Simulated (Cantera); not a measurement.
A perfectly stirred reactor is fed with H2 : O2 = 0.035 : 1 (molar parts), equivalence ratio 0.018, at 20.0 Torr; it is held at 1100 K, and followed from long to short residence time.

Detailed kinetics in Cantera: GRI-Mech 3.0 (53 species, 325 reactions). Radical loss at walls, strong at low pressure, is not modelled. The temperature is held fixed by assumption; the heat of reaction is taken as removed at once.

Task: What does this change do: pressure from 20.0 Torr to 24.8 Torr?

Result: 
```
quantity                  before     after
----------------------  --------  --------
x(H2) at τ = 7.90 s      4.28e-5   4.02e-5
x(O2) at τ = 7.90 s        0.965     0.965
x(OH) at τ = 7.90 s     0.000176  0.000152
x(H2O2) at τ = 7.90 s    6.48e-8   7.13e-8
x(H) at τ = 7.90 s       4.91e-6   3.21e-6
x(H2) at τ = 42.0 ms    0.000871  0.000819
x(O2) at τ = 42.0 ms       0.960     0.961
x(OH) at τ = 42.0 ms     0.00111  0.000974
x(H2O2) at τ = 42.0 ms   1.90e-7   2.28e-7
x(H) at τ = 42.0 ms     0.000734  0.000507
```

Task: What does this change do: O2 1 to 6.7 parts?

Result: 
```
quantity                  before     after
----------------------  --------  --------
x(H2) at τ = 7.90 s      4.28e-5   1.53e-5
x(O2) at τ = 7.90 s        0.965     0.995
x(OH) at τ = 7.90 s     0.000176   5.69e-5
x(H2O2) at τ = 7.90 s    6.48e-8   1.25e-8
x(H) at τ = 7.90 s       4.91e-6   9.86e-7
x(H2) at τ = 42.0 ms    0.000871  0.000304
x(O2) at τ = 42.0 ms       0.960     0.992
x(OH) at τ = 42.0 ms     0.00111  0.000365
x(H2O2) at τ = 42.0 ms   1.90e-7   5.29e-8
x(H) at τ = 42.0 ms     0.000734   9.32e-5
```
